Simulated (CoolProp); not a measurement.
A single-stage vapour-compression cycle with R407C: evaporating at 212.15 K (dew point), condensing at 237.15 K (bubble point), superheat 0 K, subcooling 8 K, compressor efficiency 0.6, no pressure losses. Each further row changes one setting.

Values from CoolProp's reference Helmholtz-energy equation of state, Lemmon 2003. It is a pseudo-pure fit of the blend.

| case | cooling COP | pressure ratio | discharge temperature (K) | refrigerating effect (kJ/kg) | volumetric capacity (kJ/m³) |
|---|---|---|---|---|---|
| as stated | 3.65 | 5.55 | 299.5 | 235 | 303 |
| evaporating temperature 217.15 K | 4.52 | 4.07 | [?] | [?] | [?] |
| condensing temperature 232.15 K | 4.39 | [?] | [?] | 241 | 312 |
| subcooling 13 K | 3.75 | 5.55 | 299.5 | 241 | 312 |
| superheat 10 K | 3.58 | 5.55 | [?] | 242 | 297 |
| compressor efficiency 0.5 | 3.04 | 5.55 | [?] | 235 | 303 |

Problem. What belongs in the gaps?

Solution. 
- evaporating temperature 217.15 K, discharge temperature (K): 289.1
- evaporating temperature 217.15 K, refrigerating effect (kJ/kg): 238
- evaporating temperature 217.15 K, volumetric capacity (kJ/m³): 411
- condensing temperature 232.15 K, pressure ratio: 4.42
- condensing temperature 232.15 K, discharge temperature (K): 287.7
- superheat 10 K, discharge temperature (K): 311.4
- compressor efficiency 0.5, discharge temperature (K): 314.6
